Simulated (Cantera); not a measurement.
Input: 1 mol SiC, 0.12 mol H2O, 250 mol N2, at 0.000500 bar.

Method: chemical equilibrium by Gibbs-energy minimisation in Cantera with the NASA 1993 tables (ideal gas, pure condensed phases). Candidate condensed phases: C, C6H6, C7H8, C8H18, H2O, Si, SiC, SiO2, Si2N2O, Si3N4; 151 gas species. The numbers say what is thermodynamically allowed, not how fast it happens. All values below are at 1527 °C.

Base state: N2 0.998, Si 0.000461, CO 0.000456, H2 0.000318, H 0.000285, HCN 3.63e-5, SiO 2.30e-5 (mole fractions); condensed: SiC(s).

Q: What changes in the equilibrium state with this change: pressure from 0.000500 bar to 8.30e-5 bar?

A: 
```tsv
species	before	after
N2	0.998	0.998
Si	0.000461	0.000922
H	0.000285	0.000521
SiC2	7.40e-7	1.34e-5
SiO	2.30e-5	2.65e-6
HCN	3.63e-5	8.14e-5
H2	0.000318	0.000176
SiC(s), mol	0.875	0.759
C(graphite), mol	0	0.0903
```

Q: What changes in the equilibrium state with this change: 0.3 mol O2 added?

A: 
```
species        before     after
-----------  --------  --------
N2              0.998     0.995
CO           0.000456   0.00208
Si           0.000461   0.00126
SiO           2.30e-5  0.000789
Si2C          4.90e-6   1.34e-5
SiN           4.56e-6   1.25e-5
SiC(s), mol     0.875     0.471
```
The tables' values for SiN are old estimates; treat these amounts as uncertain.
